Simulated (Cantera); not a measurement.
Charge: 1 mol BN, 1.1 mol F2, 1.4 mol N2, 0.53 mol O2, equilibrated at 1248.15 K and 0.00825 Torr.

Equilibrium computed with Cantera from the NASA thermochemical tables; the gas is ideal and each condensed phase is pure. Candidate condensed phases: B, BN, B2O3; 31 gas species. The numbers say what is thermodynamically allowed, not how fast it happens.

What is the equilibrium state?


```json
{
  "x(N2)": "0.588",
  "x(BF3)": "0.186",
  "x(BOF)": "0.124",
  "x(O2)": "0.102",
  "x(NO)": "0.000168",
  "x(BOF2)": "1.43e-5",
  "x(O)": "6.43e-6",
  "x(F)": "1.44e-6",
  "gas_amount": "3.230 mol",
  "log10 activity of B(s) (absent)": "-18.12"
}
```
